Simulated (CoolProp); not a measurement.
Model: reference Helmholtz-energy equation of state, Akasaka 2015, in CoolProp.

Problem. For R245fa, give the phase and the speed of sound (m/s), Joule-Thomson coefficient (K/MPa) at 440 K and 0.197 MPa.

Solution. 
- 440 K and 0.197 MPa: gas; speed of sound 168, Joule-Thomson coefficient 7.63
